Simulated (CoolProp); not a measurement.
A simple Rankine cycle with cyclopentane: condensing at 296.15 K, boiler at 2.53 MPa, turbine inlet 510.1 K, turbine efficiency 0.85, pump efficiency 0.8, no recuperator. Each further row changes one setting.

Model: reference Helmholtz-energy equation of state, Gedanitz 2015, in CoolProp.

| case | thermal efficiency (%) | net work (kJ/kg) | heat in (kJ/kg) | turbine exit temperature (K) | volume ratio over the turbine |
|---|---|---|---|---|---|
| as stated | 23.3 | 168 | 721 | 397.2 | 65.2 |
| turbine inlet 530.1 K | 23.2 | 179 | 772 | 420.0 | 63.4 |
| condensing temperature 288.15 K | 24.5 | 180 | 736 | … | 89.1 |
| boiler pressure 1.77 MPa | 21.8 | 162 | 740 | 411.7 | … |
| turbine efficiency 0.75 | … | 148 | 721 | 409.0 | 67.1 |

Q: What belongs in the gaps?

A: 
- condensing temperature 288.15 K, turbine exit temperature (K): 389.6
- boiler pressure 1.77 MPa, volume ratio over the turbine: 42.8
- turbine efficiency 0.75, thermal efficiency (%): 20.5
